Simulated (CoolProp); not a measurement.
R507A along the isotherm 388.4 K: fugacity coefficient from the reference equation and from simpler models built on Tc = 343.8 K, pc = 37.05 bar, ω = 0.286; each cubic takes its own stable root.

The numbers come from the reference Helmholtz-energy equation of state, Lemmon 2003 in CoolProp. It is a pseudo-pure fit of the blend.

```csv
p (bar),phase,reference,van der Waals,Redlich-Kwong,Peng-Robinson
11.6,gas,0.9277,0.9317,0.9268,0.9227
23.2,gas,0.8584,0.8642,0.8563,0.8500
34.7,gas,0.7924,0.7974,0.7887,0.7821
46.3,supercritical,0.7286,0.7292,0.7227,0.7181
57.9,supercritical,0.6679,0.6600,0.6595,0.6589
69.5,supercritical,0.6117,0.5997,0.6025,0.6061
81,supercritical,0.5633,0.5539,0.5559,0.5618
92.6,supercritical,0.5230,0.5189,0.5185,0.5250
104,supercritical,0.4908,0.4925,0.4892,0.4955
116,supercritical,0.4633,0.4710,0.4644,0.4701
127,supercritical,0.4426,0.4555,0.4459,0.4508
139,supercritical,0.4239,0.4423,0.4293,0.4333
151,supercritical,0.4084,0.4321,0.4157,0.4187
162,supercritical,0.3965,0.4248,0.4054,0.4074
174,supercritical,0.3855,0.4189,0.3960,0.3970
185,supercritical,0.3770,0.4149,0.3888,0.3889
```
